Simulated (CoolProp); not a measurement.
Octamethyltrisiloxane (MDM) along the isobar 1.26 MPa: fugacity coefficient from the reference equation and from simpler models built on Tc = 292.2 °C, pc = 1.438 MPa, ω = 0.528; each cubic takes its own stable root.

The numbers come from the reference Helmholtz-energy equation of state, Thol 2017 in CoolProp.

| T (°C) | phase | reference | van der Waals | Redlich-Kwong | Soave-Redlich-Kwong | Peng-Robinson |
|---|---|---|---|---|---|---|
| 58.75 | liquid | 0.003105 | 0.1001 | 0.02119 | 0.003215 | 0.003374 |
| 62.95 | liquid | 0.003804 | 0.1069 | 0.02415 | 0.003923 | 0.004096 |
| 67.15 | liquid | 0.004630 | 0.1141 | 0.02741 | 0.004757 | 0.004944 |
| 71.35 | liquid | 0.005600 | 0.1215 | 0.03099 | 0.005734 | 0.005933 |
| 75.55 | liquid | 0.006731 | 0.1291 | 0.03489 | 0.006873 | 0.007081 |
| 79.85 | liquid | 0.008077 | 0.1373 | 0.03924 | 0.008225 | 0.008440 |
| 84.05 | liquid | 0.009596 | 0.1455 | 0.04385 | 0.009750 | 0.009966 |
| 88.25 | liquid | 0.01134 | 0.1540 | 0.04884 | 0.01150 | 0.01171 |
| 92.45 | liquid | 0.01333 | 0.1627 | 0.05421 | 0.01349 | 0.01370 |
| 96.65 | liquid | 0.01559 | 0.1718 | 0.05997 | 0.01576 | 0.01594 |
| 100.85 | liquid | 0.01814 | 0.1810 | 0.06615 | 0.01832 | 0.01848 |
| 105.05 | liquid | 0.02102 | 0.1906 | 0.07274 | 0.02121 | 0.02132 |
| 109.25 | liquid | 0.02424 | 0.2004 | 0.07977 | 0.02444 | 0.02451 |
| 113.45 | liquid | 0.02783 | 0.2104 | 0.08723 | 0.02805 | 0.02805 |
